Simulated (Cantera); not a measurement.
## SiH4 + NH3 (silicon nitride deposition)

Charge: 1 mol SiH4, 0.58 mol NH3, equilibrated at 15.0 Pa.

Equilibrium computed with Cantera from the NASA thermochemical tables; the gas is ideal and each condensed phase is pure. Candidate condensed phases: Si, Si3N4; 18 gas species. Mutual solubility and eutectic melting of coexisting phases are not modelled. The tables' values for SiN are old estimates; treat these amounts as uncertain. Gases not in the tables: Si2H6 and higher silanes. The numbers say what is thermodynamically allowed, not how fast it happens.

| T (°C) | log p H2 | log p Si | log p N2 | log p H | log p Si2 | log p SiH | n Si(s) | n Si3N4(s) | n Si(l) |
|---|---|---|---|---|---|---|---|---|---|
| 602 | -3.82 | <-15 | -13.57 | -12.21 | <-15 | <-15 | 0.565 | 0.145 | 0 |
| 702 | -3.82 | <-15 | -11.29 | -10.85 | <-15 | <-15 | 0.565 | 0.145 | 0 |
| 802 | -3.82 | -14.12 | -9.43 | -9.75 | <-15 | -14.47 | 0.565 | 0.145 | 0 |
| 902 | -3.82 | -12.27 | -7.89 | -8.82 | <-15 | -12.94 | 0.565 | 0.145 | 0 |
| 1002 | -3.82 | -10.71 | -6.60 | -8.04 | -14.43 | -11.65 | 0.572 | 0.143 | 0 |
| 1102 | -3.83 | -9.39 | -5.49 | -7.38 | -12.70 | -10.55 | 0.659 | 0.114 | 0 |
| 1202 | -3.87 | -8.24 | -4.86 | -6.82 | -11.21 | -9.62 | 1.000 | 0 | 0 |
| 1302 | -3.87 | -7.24 | -4.86 | -6.32 | -9.91 | -8.80 | 0.999 | 0 | 0 |
| 1402 | -3.87 | -6.36 | -4.86 | -5.87 | -8.77 | -8.07 | 0.990 | 0 | 0 |
| 1502 | -3.88 | -5.66 | -4.87 | -5.48 | -7.91 | -7.51 | 0 | 0 | 0.951 |
| 1602 | -3.92 | -5.04 | -4.90 | -5.14 | -7.17 | -7.03 | 0 | 0 | 0.784 |
| 1702 | -4.03 | -4.49 | -5.00 | -4.88 | -6.50 | -6.65 | 0 | 0 | 0.0422 |
log p: log10 of the partial pressure in bar; n: condensed amount in mol.

From 602 °C to 1102 °C the condensed part is Si(s) + Si3N4(s). From 1202 °C to 1402 °C the condensed part is Si(s). From 1502 °C to 1702 °C the condensed part is Si(l).
